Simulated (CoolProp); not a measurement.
Saturation properties of hexamethyldisiloxane (MM).

Values from CoolProp's reference Helmholtz-energy equation of state, Thol 2016.

```
T (K)  p (MPa)  liquid cp (kJ/(kg K))  surface tension (mN/m)
-----  -------  ---------------------  ----------------------
406.9   0.2424                  2.225                    6.50
415.1   0.2931                  2.255                    5.90
423.3   0.3516                  2.286                    5.31
431.5   0.4186                  2.319                    4.74
439.7   0.4948                  2.356                    4.18
447.9   0.5811                  2.395                    3.64
456.1   0.6784                  2.440                    3.11
464.3   0.7878                  2.493                    2.60
472.5   0.9104                  2.557                    2.11
```

It boils at 373.7 K under 1 atm.

Surface tension comes from a separate correlation (Mulero 2014), older than this fluid's equation and unchecked against measurements.
